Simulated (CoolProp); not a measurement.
Vapour-liquid equilibrium of dimethyl carbonate (1) + n-nonane (2) at 0.484 MPa; x and y are mole fractions of (1).

Values from CoolProp's multi-fluid Helmholtz-energy mixture model, Zhou 2011 and Lemmon 2006; pair parameters Bell 2016.

Problem. Give the bubble temperature and the first vapour's composition at x = 0.15, 0.45, 0.85. Is there an azeotrope?

Solution. x = 0.15: 461.8 K, y = 0.517; x = 0.45: 434.3 K, y = 0.800; x = 0.85: 424.0 K, y = 0.920. No azeotrope shows between x = 0.05 and 0.95.

The pair parameters rest on a limited set of measurements; away from them the model extrapolates.
